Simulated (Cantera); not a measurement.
Charge: 1 mol SF6, 0.26 mol H2O, 0.072 mol O2, held at 2425 °C and 100 Torr.

Cantera equilibrium calculation (NASA polynomials, part measured and part estimated; ideal gas, pure solids and liquids). Candidate condensed phases: H2O, H2SO4, S; 43 gas species. The tables' values for SOF2, S2F2 (SSF2), SF3, FS2F (FSSF) are old estimates; treat these amounts as uncertain. Rates play no part.

What is the equilibrium state?


```json
{
 "x(F)": "0.785",
 "x(HF)": "0.0788",
 "x(SO)": "0.0387",
 "x(S)": "0.0335",
 "x(SF)": "0.0256",
 "x(S2)": "0.0166",
 "x(SO2)": "0.0104",
 "x(SF2)": "0.00940",
 "x(O)": "0.00116",
 "gas_amount": "6.598 mol",
 "log10 activity of S(l) (absent)": "-3.15"
}
```
